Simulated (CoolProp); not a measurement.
Values from CoolProp's reference Helmholtz-energy equation of state, Lemmon 2006. It is a short technical equation, of lower accuracy than the large ones.

### Question
For R142b, give the phase and the density (kg/m³), cv (kJ/(kg K)), viscosity (µPa s) at 155.15 °C and 4.46 MPa; 196.85 °C and 4.46 MPa.

### Answer
- 155.15 °C and 4.46 MPa: supercritical; density 239, cv 1.09, viscosity 21.5
- 196.85 °C and 4.46 MPa: supercritical; density 158, cv 1.06, viscosity 19.6

Viscosity comes from a separate model (Huber 2003), an estimate that may be off by 10 % or more.
